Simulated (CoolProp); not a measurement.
Properties of o-xylene at several states (Tc = 630.3 K, pc = 3737 kPa, ω = 0.312).

Computed with CoolProp (reference Helmholtz-energy equation of state, Zhou 2012).

```
T (K)  p (kPa)   phase         Z  cv (kJ/(kg K))  isothermal compressibility (1/MPa)
-----  -------  ------  --------  --------------  ----------------------------------
484.6     7900  liquid    0.2901           1.961                            0.003064
441      16200  liquid    0.6080           1.825                            0.001744
314.8     38.8  liquid  0.001826           1.421                           0.0009017
486.8     22.2     gas    0.9946           1.839                               45.29
518        557     gas    0.8789           2.000                               2.077
617.3     9910  liquid    0.3628           2.326                             0.01370
```
